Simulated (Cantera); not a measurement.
# Ignition delay

Mixture: CH4 : CO : O2 : N2 = 1 : 1.3 : 2.65 : 7.68 (molar parts), at 3750 Torr, adiabatic and at constant pressure. Ignition delay is the time to a rise of 400 K.

Computed with Cantera and GRI-Mech 3.0 (53 species, 325 reactions).

```json
[
 {"T0 (K)": "1023", "delay (ms)": "270"},
 {"T0 (K)": "1098", "delay (ms)": "68.8"},
 {"T0 (K)": "1173", "delay (ms)": "20.2"},
 {"T0 (K)": "1248", "delay (ms)": "6.62"},
 {"T0 (K)": "1323", "delay (ms)": "2.39"},
 {"T0 (K)": "1398", "delay (ms)": "0.937"},
 {"T0 (K)": "1473", "delay (ms)": "0.398"},
 {"T0 (K)": "1548", "delay (ms)": "0.184"},
 {"T0 (K)": "1623", "delay (ms)": "0.0921"}
]
```

```
Quantity                                                 Value
--------------------------------------------------  ----------
apparent activation energy between 1473 and 1623 K  190 kJ/mol
```
